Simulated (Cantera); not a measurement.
What does this Cantera script print?

```python
import numpy as np
import cantera as ct

gas_names = """
    F FO FO2 F2 F2O H HF HNO HNO2 HNO3 HOF HO2 H2 H2F2 H2O H2O2 H3F3 H4F4 H5F5 H6F6 H7F7 N NF NF2 NF3 NH
    NH2 NH3 NH2OH NO NO2 NO3 N2 N2H2 N2H4 N2O O OH O2 O3
""".split()
cond_names = """
    H2O(s) H2O(L)
""".split()


def load(file, names, dense=False):
    # The tables refer to 1 bar. Condensed volumes are neglected.
    table = {s.name: s for s in ct.Species.list_from_file(file)}
    out = []
    for n in names:
        d = dict(table[n].input_data)
        d["thermo"] = dict(d["thermo"], **{"reference-pressure": 1e5})
        if dense:
            d["equation-of-state"] = {"model": "constant-volume", "density": "1e6 g/cm^3"}
        out.append(ct.Species.from_dict(d))
    return out


gas = ct.Solution(thermo="ideal-gas", species=load("nasa_gas.yaml", gas_names))
cond = {s.name: ct.Solution(thermo="fixed-stoichiometry", species=[s], name=s.name)
        for s in load("nasa_condensed.yaml", cond_names, dense=True)}
atoms = {
    'NF3': {'N': 1, 'F': 3},
    'H2O': {'H': 2, 'O': 1},
}
top_T = {}  # K; cautious upper limits of use, not melting points


def equilibrate(T, P, feed):
    n = {}
    for name, mol in feed.items():
        for a, k in atoms[name].items():
            n[a] = n.get(a, 0.0) + k * mol
    gas.TPX = T, P, n
    mass = sum(n.values()) * gas.mean_molecular_weight
    gas.equilibrate("TP")
    valid = [c for c in cond.values() if c.min_temp <= T <= top_T.get(c.name, c.max_temp)]
    mix = ct.Mixture([(gas, mass / gas.mean_molecular_weight)] + [(c, 0.0) for c in valid])
    mix.T, mix.P = T, P
    mix.equilibrate("TP", solver="vcs", rtol=1e-11, max_steps=5000)
    return mix


results = []
feed = {'NF3': 1, 'H2O': 4.7}  # mol
P = 57  # Pa
for T in [1750, 1825, 1900, 1975, 2050, 2125, 2200, 2275, 2350, 2425, 2500, 2575]:
    mix = equilibrate(T, P, feed)
    results.append((T, P, feed, dict(zip(mix.species_names, mix.species_moles))))

top = {s: max(r[3][s] / sum(r[3][g] for g in gas_names) for r in results) for s in gas_names}
cols = sorted((s for s in top if top[s] > 0.0001), key=lambda s: -top[s])[:9]
seen = [c for c in cond_names if any(r[3].get(c, 0) > 1e-12 for r in results)]
print("log10 of partial pressures in bar; condensed amounts in mol")
print(f"{'T/K':>10s}" + "".join(f"{s[:9]:>10s}" for s in cols + seen))
for T, P, feed, n in results:
    ng = sum(n[g] for g in gas_names)
    print(f"{T:10.4g}" + "".join(f"{np.log10(max(n[s] / ng * P / 1e5, 1e-99)):10.3f}" for s in cols)
          + "".join(f"{n.get(c, 0):10.4g}" for c in seen))
```

It prints:

```
log10 of partial pressures in bar; condensed amounts in mol
       T/K       H2O        HF         H         O        O2        H2        N2        OH         F
      1750    -3.617    -3.641    -6.619    -6.250    -4.248    -5.970    -4.421    -5.498    -8.179
      1825    -3.623    -3.642    -6.189    -5.939    -4.250    -5.666    -4.423    -5.301    -7.889
      1900    -3.632    -3.644    -5.796    -5.652    -4.253    -5.390    -4.426    -5.122    -7.621
      1975    -3.647    -3.648    -5.435    -5.386    -4.255    -5.142    -4.431    -4.960    -7.371
      2050    -3.671    -3.654    -5.106    -5.140    -4.256    -4.923    -4.438    -4.816    -7.137
      2125    -3.711    -3.665    -4.808    -4.911    -4.257    -4.736    -4.450    -4.689    -6.915
      2200    -3.771    -3.680    -4.542    -4.697    -4.259    -4.584    -4.467    -4.583    -6.703
      2275    -3.861    -3.703    -4.308    -4.501    -4.266    -4.474    -4.491    -4.503    -6.497
      2350    -3.991    -3.734    -4.109    -4.324    -4.286    -4.409    -4.523    -4.454    -6.294
      2425    -4.174    -3.772    -3.946    -4.169    -4.329    -4.398    -4.562    -4.444    -6.088
      2500    -4.420    -3.814    -3.821    -4.041    -4.404    -4.444    -4.603    -4.481    -5.871
      2575    -4.733    -3.855    -3.734    -3.941    -4.517    -4.547    -4.641    -4.567    -5.639
```

Equilibrium computed with Cantera from the NASA thermochemical tables; the gas is ideal and each condensed phase is pure.
